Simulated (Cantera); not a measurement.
Feed: 1 mol CH2F2, 1.3 mol H2, equilibrated at 2748.15 K.

Method: chemical equilibrium by Gibbs-energy minimisation in Cantera with the NASA 1993 tables (ideal gas, pure condensed phases). Candidate condensed phases: C, C6H6, C7H8, C8H18; 95 gas species. The numbers say what is thermodynamically allowed, not how fast it happens.

Q: Which condensed phases are stable at each of these points (P (Pa)): 1, 3.60, 13, 46, 170, 600, 2200, 7700, 28000, 100000?

A: 
| P (Pa) | condensed phases | C condensed (%) |
|---|---|---|
| 1 | gas only | 0.0 |
| 3.60 | gas only | 0.0 |
| 13 | gas only | 0.0 |
| 46 | C(graphite) | 36.6 |
| 170 | C(graphite) | 81.9 |
| 600 | C(graphite) | 91.7 |
| 2200 | C(graphite) | 93.5 |
| 7700 | C(graphite) | 93.5 |
| 28000 | C(graphite) | 93.2 |
| 100000 | C(graphite) | 93.0 |

From 1.00 Pa to 13.0 Pa nothing is condensed. From 46.0 Pa to 1.00 bar the condensed part is C(graphite).
